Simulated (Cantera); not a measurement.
# Abatement and gas-phase synthesis: N2O + O2 + H2 + SO2

Input: 1 mol N2O, 0.099 mol O2, 1.2 mol H2, 0.15 mol SO2, at 0.100 bar.

Method: chemical equilibrium by Gibbs-energy minimisation in Cantera with the NASA 1993 tables (ideal gas, pure condensed phases). Candidate condensed phases: H2O, H2SO4, S; 60 gas species. Ions and electrons are included (thermal ionisation). Kinetics and transport are ignored.

From 3000 K to 5000 K nothing is condensed.

```json
[
 {"T (K)": "3000", "x H": "0.163", "x N2": "0.313", "x O": "0.0752", "x H2O": "0.157", "x H2": "0.106", "x OH": "0.0800", "x O2": "0.0441", "x N": "2.47e-5", "x S": "0.00413", "x SO2": "0.0223", "x SO": "0.0210", "x NO": "0.0138"},
 {"T (K)": "3250", "x H": "0.294", "x N2": "0.258", "x O": "0.150", "x H2O": "0.0516", "x H2": "0.0837", "x OH": "0.0719", "x O2": "0.0362", "x N": "9.91e-5", "x S": "0.0105", "x SO2": "0.00781", "x SO": "0.0206", "x NO": "0.0150"},
 {"T (K)": "3500", "x H": "0.394", "x N2": "0.221", "x O": "0.220", "x H2O": "0.0105", "x H2": "0.0445", "x OH": "0.0426", "x O2": "0.0198", "x N": "0.000330", "x S": "0.0188", "x SO2": "0.00164", "x SO": "0.0130", "x NO": "0.0131"},
 {"T (K)": "3750", "x H": "0.443", "x N2": "0.205", "x O": "0.260", "x H2O": "0.00169", "x H2": "0.0195", "x OH": "0.0200", "x O2": "0.00856", "x N": "0.000962", "x S": "0.0249", "x SO2": "0.000247", "x SO": "0.00595", "x NO": "0.0102"},
 {"T (K)": "4000", "x H": "0.462", "x N2": "0.198", "x O": "0.278", "x H2O": "0.000280", "x H2": "0.00839", "x OH": "0.00900", "x O2": "0.00350", "x N": "0.00250", "x S": "0.0278", "x SO2": "3.50e-5", "x SO": "0.00242", "x NO": "0.00764"},
 {"T (K)": "4250", "x H": "0.468", "x N2": "0.194", "x O": "0.286", "x H2O": "5.29e-5", "x H2": "0.00381", "x OH": "0.00419", "x O2": "0.00148", "x N": "0.00584", "x S": "0.0289", "x SO2": "5.50e-6", "x SO": "0.001000", "x NO": "0.00578"},
 {"T (K)": "4500", "x H": "0.470", "x N2": "0.190", "x O": "0.289", "x H2O": "1.16e-5", "x H2": "0.00185", "x OH": "0.00208", "x O2": "0.000674", "x N": "0.0124", "x S": "0.0292", "x SO2": "1.01e-6", "x SO": "0.000438", "x NO": "0.00442"},
 {"T (K)": "4750", "x H": "0.469", "x N2": "0.183", "x O": "0.289", "x H2O": "2.94e-6", "x H2": "0.000956", "x OH": "0.00109", "x O2": "0.000327", "x N": "0.0242", "x S": "0.0292", "x SO2": "2.14e-7", "x SO": "0.000205", "x NO": "0.00343"},
 {"T (K)": "5000", "x H": "0.465", "x N2": "0.171", "x O": "0.287", "x H2O": "8.36e-7", "x H2": "0.000522", "x OH": "0.000601", "x O2": "0.000168", "x N": "0.0434", "x S": "0.0289", "x SO2": "5.19e-8", "x SO": "0.000102", "x NO": "0.00266"}
]
```
x: gas mole fraction; nothing condenses.
